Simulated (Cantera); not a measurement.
An adiabatic, constant-pressure homogeneous reactor starts with CO : H₂ : O₂ : N₂ = 1 : 0.21 : 1.03 : 3.86 (molar parts), at 1325 K and 490000 Pa. Integrator tolerance rtol = 1e-08.

Model: GRI-Mech 3.0 (53 species, 325 reactions), integrated in Cantera. The hydrogen kinetics of GRI-Mech 3.0 are dated; newer H2 mechanisms differ, most at raised pressure.

```csv
quantity,before,after
time of steepest temperature rise,12.4 µs,12.3 µs
temperature at 0.300 s,2607 K,2785 K
equilibrium temperature,2607 K,2785 K
x(CO) at 0.300 s,0.0172 (gas-phase equilibrium 0.0172),0.0260 (gas-phase equilibrium 0.0260)
x(H₂) at 0.300 s,0.000553 (gas-phase equilibrium 0.000553),0.000793 (gas-phase equilibrium 0.000793)
x(O₂) at 0.300 s,0.0747 (gas-phase equilibrium 0.0747),0.0751 (gas-phase equilibrium 0.0751)
x(CO₂) at 0.300 s,0.163 (gas-phase equilibrium 0.163),0.153 (gas-phase equilibrium 0.153)
x(NO) at 0.300 s,0.0154 (gas-phase equilibrium 0.0154),0.0201 (gas-phase equilibrium 0.0201)
x(H₂O₂) at 0.300 s,1.81e-7 (gas-phase equilibrium 1.81e-7),3.33e-7 (gas-phase equilibrium 3.33e-7)
x(O) at 0.300 s,0.00299 (gas-phase equilibrium 0.00299),0.00459 (gas-phase equilibrium 0.00459)
```

Problem. What was changed between the two runs?
A) initial temperature 1325 to 1298 K
B) constant volume in place of constant pressure
C) pressure from 490000 Pa to 290000 Pa
D) initial temperature 1325 to 1475 K

Solution. B, constant volume in place of constant pressure
